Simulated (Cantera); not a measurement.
# Boron, boron nitride and boron oxide: BF3 + O2

Feed: 1 mol BF3, 8.9 mol O2, held at 53.0 mbar.

Equilibrium computed with Cantera from the NASA thermochemical tables; the gas is ideal and each condensed phase is pure. Candidate condensed phases: B, B2O3; 21 gas species. Equilibrium is a limit: real reactors are often held back by kinetics, nucleation or transport.

```csv
T (K),x O2,x BF3,x F,x BOF,x O,x BOF2
1300,0.899,0.101,3.54e-6,1.47e-6,7.29e-7,5.94e-7
1375,0.899,0.101,1.13e-5,5.01e-6,2.62e-6,1.29e-6
1450,0.899,0.101,3.22e-5,1.48e-5,8.27e-6,2.59e-6
1525,0.899,0.101,8.30e-5,3.91e-5,2.33e-5,4.82e-6
1600,0.899,0.101,0.000196,9.40e-5,5.97e-5,8.46e-6
1675,0.898,0.101,0.000431,0.000208,0.000141,1.41e-5
1750,0.898,0.100,0.000883,0.000430,0.000308,2.24e-5
1825,0.897,0.1000,0.00171,0.000836,0.000632,3.43e-5
1900,0.895,0.0991,0.00313,0.00154,0.00123,5.06e-5
1975,0.892,0.0977,0.00546,0.00269,0.00226,7.22e-5
2050,0.887,0.0955,0.00913,0.00451,0.00398,9.95e-5
2125,0.879,0.0922,0.0146,0.00725,0.00673,0.000133
```
x: gas mole fraction; nothing condenses.

From 1300 K to 2125 K nothing is condensed. The main B-bearing gas is BF3 throughout.
